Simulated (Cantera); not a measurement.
A perfectly stirred reactor is fed with H₂ : O₂ : N₂ = 1 : 0.455 : 1.4 (molar parts), equivalence ratio 1.1, at 110000 Pa; it is adiabatic with a 600 K inlet, and is followed from long to short residence time, starting on the burning branch (τ in s: 0.094, 0.035, 0.013, 0.0048, 0.0018, 0.00066, 0.00024, 9.1e-05, 3.4e-05).

Model: the H2/O2 subset of GRI-Mech 3.0, which has no nitrogen chemistry, integrated in Cantera.

x: mole fraction; the columns are a selection and need not sum to one.

| τ (s) | T (K) | x H₂ | x O₂ | x H | x OH | x O |
|---|---|---|---|---|---|---|
| 0.094 | 2657 | 0.0534 | 0.00573 | 0.0109 | 0.0170 | 0.00221 |
| 0.035 | 2654 | 0.0536 | 0.00582 | 0.0110 | 0.0171 | 0.00226 |
| 0.013 | 2645 | 0.0541 | 0.00607 | 0.0115 | 0.0174 | 0.00237 |
| 0.0048 | 2622 | 0.0554 | 0.00671 | 0.0126 | 0.0181 | 0.00267 |
| 0.0018 | 2569 | 0.0582 | ___ | ___ | ___ | ___ |
| 0.00066 | 2457 | 0.0633 | 0.0111 | 0.0222 | 0.0219 | 0.00513 |
| 0.00024 | 2280 | 0.0692 | 0.0156 | 0.0345 | 0.0233 | 0.00809 |
| 9.1e-5 | 2069 | 0.0737 | 0.0209 | 0.0513 | 0.0223 | 0.0115 |
| 3.4e-5 | 1836 | 0.0774 | 0.0276 | 0.0713 | 0.0186 | 0.0144 |

Problem. Fill in the missing entries.

Solution. 
- 0.0018, x O₂: 0.00817
- 0.0018, x H: 0.0155
- 0.0018, x OH: 0.0196
- 0.0018, x O: 0.00342
